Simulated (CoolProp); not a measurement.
Vapour-liquid equilibrium of CHF3 (R23) (1) + propylene (2) at 1.28 MPa; x and y are mole fractions of (1).

Computed with CoolProp (multi-fluid Helmholtz-energy mixture model, Penoncello 2003 and Lemmon 2013; pair parameters Bell 2016).

| x | bubble temperature (K) | y at the bubble point | dew temperature at overall composition x (K) | liquid density (mol/L) |
|---|---|---|---|---|
| 0.05 | 292.4 | 0.215 | ? | 12.29 |
| 0.15 | 277.9 | 0.485 | 295.5 | 12.96 |
| 0.25 | 268.9 | 0.625 | ? | 13.46 |
| 0.35 | 263.3 | 0.705 | 285.5 | 13.86 |
| 0.45 | 259.7 | 0.757 | 279.9 | 14.21 |
| 0.55 | 257.1 | 0.795 | 273.9 | 14.56 |
| 0.65 | ? | 0.829 | 267.2 | 14.94 |
| 0.75 | 253.4 | ? | 260.1 | 15.38 |
| 0.85 | 252.0 | 0.906 | ? | 15.91 |
| 0.95 | 250.8 | 0.962 | 251.0 | 16.53 |

Question: What belongs in the gaps?

Answer: 
- 0.05, dew temperature at overall composition x (K): 300.1
- 0.25, dew temperature at overall composition x (K): 290.7
- 0.65, bubble temperature (K): 255.1
- 0.75, y at the bubble point: 0.864
- 0.85, dew temperature at overall composition x (K): 254.0

No azeotrope shows between x = 0.05 and 0.95.

The pair parameters rest on a limited set of measurements; away from them the model extrapolates.
